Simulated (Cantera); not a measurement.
A jet of 2.22 % CH4, 18.1 % O2, 79.6 % N2, equivalence ratio 0.24 at 300 K and 5700 Pa hits a platinum plate 2.5 cm away at a mass flux of 0.1 kg/m²/s; the plate temperature is set and raised in steps from an oxygen-covered start.

Cantera simulation using Deutschmann's 1995 Pt surface mechanism with GRI-Mech 3.0 gas chemistry; the numbers are that mechanism's predictions, not measurements. Catalytic surfaces can have several steady states; this one follows from the mechanism file's or the stated starting coverage.

x: mole fraction at the wall; θ: surface coverage.

```json
[
 {"plate T (K)": "850", "wall x CH4": "0.0206", "wall x O2": "0.178", "wall x H2O": "0.00305", "wall x OH": "<1e-8", "wall x CO": "?", "wall x CO2": "0.00198", "θ free Pt": "0.139", "θ O*": "0.860"},
 {"plate T (K)": "900", "wall x CH4": "0.0189", "wall x O2": "0.174", "wall x H2O": "0.00618", "wall x OH": "2.00e-8", "wall x CO": "?", "wall x CO2": "0.00402", "θ free Pt": "0.200", "θ O*": "0.800"},
 {"plate T (K)": "950", "wall x CH4": "0.0167", "wall x O2": "0.170", "wall x H2O": "0.0102", "wall x OH": "7.06e-8", "wall x CO": "?", "wall x CO2": "0.00665", "θ free Pt": "0.265", "θ O*": "0.734"},
 {"plate T (K)": "1000", "wall x CH4": "0.0144", "wall x O2": "0.165", "wall x H2O": "0.0144", "wall x OH": "2.07e-7", "wall x CO": "?", "wall x CO2": "0.00943", "θ free Pt": "0.334", "θ O*": "0.666"},
 {"plate T (K)": "1050", "wall x CH4": "0.0123", "wall x O2": "0.160", "wall x H2O": "0.0183", "wall x OH": "5.32e-7", "wall x CO": "?", "wall x CO2": "0.0120", "θ free Pt": "0.402", "θ O*": "0.597"},
 {"plate T (K)": "1100", "wall x CH4": "0.0106", "wall x O2": "0.157", "wall x H2O": "0.0215", "wall x OH": "1.21e-6", "wall x CO": "?", "wall x CO2": "0.0142", "θ free Pt": "0.470", "θ O*": "0.530"}
]
```

Fill in the missing entries.


- 850, wall x CO: 5.31e-6
- 900, wall x CO: 7.04e-6
- 950, wall x CO: 8.64e-6
- 1000, wall x CO: 1.01e-5
- 1050, wall x CO: 1.14e-5
- 1100, wall x CO: 1.29e-5
